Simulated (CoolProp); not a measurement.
50 sccm (0 °C, 1 atm) of nitrogen bubbles through liquid dodecamethylcyclohexasiloxane (D6) at 368.4 K and leaves saturated at a total pressure of 0.0125 MPa (ideal gas phase). Each further row changes one setting.

Computed with CoolProp (reference Helmholtz-energy equation of state, Colonna 2008). It is a short technical equation, of lower accuracy than the large ones.

```tsv
case	vapour pressure (kPa)	mole fraction of vapour	delivery (mg/min)	delivery (sccm)	change of delivery for a bath 1 K warmer (%)
as stated	0.540	0.0432	44.8	2.26	5.9
bath temperature 373.4 K	0.706	0.0565	59.4	2.99	5.7
total pressure 0.025 MPa	0.540	0.0216	21.9	1.10	5.7
```
